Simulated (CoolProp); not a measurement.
Properties of R143a along the isotherm 272 K (Tc = 345.9 K, pc = 3.762 MPa, ω = 0.261).

Values from CoolProp's reference Helmholtz-energy equation of state, Lemmon and Jacobsen 2000.

```
p (MPa)   phase  cp (kJ/(kg K))  cv (kJ/(kg K))  isothermal compressibility (1/MPa)  viscosity (µPa s)  Prandtl number  fugacity coefficient
-------  ------  --------------  --------------  ----------------------------------  -----------------  --------------  --------------------
0.0297      gas          0.8822          0.7795                               33.90               10.1           0.713                0.9931
0.0502      gas          0.8878          0.7825                               20.16               10.1           0.718                0.9884
0.0847      gas          0.8974          0.7875                               12.05               10.1           0.725                0.9805
0.143       gas          0.9140          0.7958                               7.244               10.2           0.737                0.9671
0.241       gas          0.9432          0.8094                               4.416               10.2           0.757                0.9448
0.407       gas           1.002          0.8338                               2.760               10.2           0.795                0.9072
0.687    liquid           1.488          0.9387                            0.005466                144            2.63                0.7543
1.16     liquid           1.482          0.9385                            0.005315                145            2.63                0.4544
1.96     liquid           1.472          0.9382                            0.005081                146            2.61                0.2768
3.3      liquid           1.458          0.9380                            0.004738                149            2.60                0.1725
5.57     liquid           1.438          0.9378                            0.004263                152            2.58                0.1107
9.4      liquid           1.411          0.9382                            0.003664                158            2.56               0.07504
```

Viscosity comes from a separate model (Klein 1997), an estimate that may be off by 10 % or more. Thermal conductivity comes from a separate model (McLinden 2000), an estimate that may be off by 10 % or more.
